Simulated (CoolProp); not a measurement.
Vapour-liquid equilibrium of R22 (1) + R113 (2) at -23.45 °C; x and y are mole fractions of (1).

Computed with CoolProp (multi-fluid Helmholtz-energy mixture model, Kamei 1995 and Marx 1992; pair parameters Bell 2016).

```tsv
x	bubble pressure, mixture model (kPa)	bubble pressure, Raoult's law (kPa)	y, mixture model	y, Raoult's law
0.05	…	14.74	0.770	0.727
0.2	59.12	46.26	…	0.927
0.35	96.61	77.77	0.969	0.965
0.5	127.4	109.3	…	0.981
0.65	153.0	140.8	…	0.989
0.8	176.9	172.3	…	0.995
0.95	203.9	203.8	…	0.999
```

Question: Fill in the missing entries.

Answer: 
- 0.05, bubble pressure, mixture model (kPa): 17.70
- 0.2, y, mixture model: 0.940
- 0.5, y, mixture model: 0.980
- 0.65, y, mixture model: 0.987
- 0.8, y, mixture model: 0.992
- 0.95, y, mixture model: 0.998

The largest gap from Raoult's law is +27.8 % in bubble pressure, at x = 0.2. No azeotrope shows between x = 0.05 and 0.95.

Pair parameters are fitted to limited data, so mixtures are less certain than the pure fluids.
